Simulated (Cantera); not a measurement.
# Equilibrium for chlorosilane synthesis and conversion: Si + Cl₂ + H₂

Input: 1 mol Si, 1.1 mol Cl₂, 6.6 mol H₂, at 798 K and 218 Torr.

Method: chemical equilibrium by Gibbs-energy minimisation in Cantera with the NASA 1993 tables (ideal gas, pure condensed phases). Candidate condensed phases: Si; 19 gas species. The tables' values for SiCl₃ are old estimates; treat these amounts as uncertain. Rates play no part.

```json
{
  "x(H₂)": "0.914",
  "x(SiCl₄)": "0.0552",
  "x(SiHCl₃)": "0.0283",
  "x(HCl)": "0.00157",
  "x(SiH₂Cl₂)": "0.00117",
  "x(SiCl₃)": "3.66e-5",
  "x(SiH₃Cl)": "1.11e-5",
  "x(SiCl₂)": "2.75e-6",
  "n(Si(s))": "0.398 mol",
  "gas_amount": "7.098 mol"
}
```
